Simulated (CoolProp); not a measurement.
n-octane along the isotherm 137.55 °C: fugacity coefficient from the reference equation and from simpler models built on Tc = 295.6 °C, pc = 2.484 MPa, ω = 0.398; each cubic takes its own stable root.

Model: reference Helmholtz-energy equation of state, Beckmüller 2019, in CoolProp.

| p (MPa) | phase | reference | van der Waals | Redlich-Kwong | Soave-Redlich-Kwong | Peng-Robinson |
|---|---|---|---|---|---|---|
| 0.00393 | gas | 0.9982 | 0.9990 | 0.9987 | 0.9984 | 0.9984 |
| 0.00592 | gas | 0.9972 | 0.9985 | 0.9980 | 0.9976 | 0.9975 |
| 0.00894 | gas | 0.9958 | 0.9977 | 0.9970 | 0.9964 | 0.9963 |
| 0.0135 | gas | 0.9937 | 0.9965 | 0.9954 | 0.9946 | 0.9944 |
| 0.0203 | gas | 0.9905 | 0.9948 | 0.9931 | 0.9919 | 0.9915 |
| 0.0307 | gas | 0.9856 | 0.9921 | 0.9896 | 0.9878 | 0.9872 |
| 0.0463 | gas | 0.9782 | 0.9881 | 0.9843 | 0.9816 | 0.9807 |
| 0.0698 | gas | 0.9672 | 0.9821 | 0.9763 | 0.9723 | 0.9710 |
| 0.105 | gas | 0.9507 | 0.9731 | 0.9644 | 0.9584 | 0.9564 |
| 0.159 | liquid | 0.8203 | 0.9593 | ___ | 0.8316 | 0.8268 |
| 0.24 | liquid | 0.5459 | 0.9386 | 0.9188 | ___ | 0.5503 |
| 0.362 | liquid | 0.3644 | 0.9073 | 0.7061 | 0.3701 | 0.3674 |
| 0.546 | liquid | 0.2441 | 0.8598 | 0.4741 | 0.2483 | 0.2461 |
| 0.823 | liquid | 0.1645 | 0.6163 | 0.3206 | 0.1677 | 0.1659 |
| 1.24 | liquid | 0.1117 | 0.4262 | 0.2189 | 0.1143 | ___ |

Problem. What belongs in the gaps?

Solution. 
- 0.159, Redlich-Kwong: 0.9461
- 0.24, Soave-Redlich-Kwong: 0.5538
- 1.24, Peng-Robinson: 0.1127

At some of these states van der Waals, Redlich-Kwong gives the other phase, because its saturation line lies elsewhere.
